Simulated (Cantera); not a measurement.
Charge: 1 mol SO2, 0.21 mol N2, equilibrated at 3.90 mbar.

Method: chemical equilibrium by Gibbs-energy minimisation in Cantera with the NASA 1993 tables (ideal gas, pure condensed phases). Candidate condensed phases: S; 17 gas species. The numbers say what is thermodynamically allowed, not how fast it happens. All values below are at 2452 °C.

Base state: SO2 0.267, SO 0.261, O 0.194, N2 0.119, O2 0.0908, S 0.0587, NO 0.00846, S2 0.00123 (mole fractions); condensed: gas only.

**Question.** What changes in the equilibrium state with this change: SO2 replaced by H2O?

**Answer.** 
```csv
species,before,after
H,0,0.360
O,0.194,0.151
H2,0,0.130
SO2,0.267,0
SO,0.261,0
H2O,0,0.118
OH,0,0.0855
S,0.0587,0
O2,0.0908,0.0551
N2,0.119,0.0957
S2,0.00123,0
S2O,3.60e-5,0
```
Further candidate phases: H2O.
